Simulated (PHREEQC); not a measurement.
Consider water at 76 °C with 0.0063 mol/kgw FeSO4, 0.014 mol/kgw CaCl2 and 0.0006 mol/kgw NaF. Closed to the air; pH follows from the charge balance.

The numbers come from PHREEQC with the ion-association model, phreeqc.dat.

```csv
quantity,before,after
pH,5.61,5.64
Fe+2 (mol/kgw),0.00502,0.00261
SO4-2 (mol/kgw),0.00336,0.00190
CaSO4 (mol/kgw),0.00175,0.000742
SI of Gypsum (CaSO4:2H2O),-0.42,-0.80
SI of Melanterite (FeSO4:7H2O),-3.76,-4.13
```

**Question.** Which change was made?
A) NaF left out
B) diluted 100-fold with water
C) diluted 2-fold with water
D) temperature from 76 to 5 °C
E) FeSO4 from 0.0063 to 0.00693 mol/kgw

**Answer.** C, diluted 2-fold with water

No solid was allowed to form. Some of these states are supersaturated (in Fluorite, for instance). At this temperature some constants are extrapolated from 25 °C, and those without enthalpy data are left unchanged. Fluoro complexes past AlF4- and FeF3 are missing from the database.
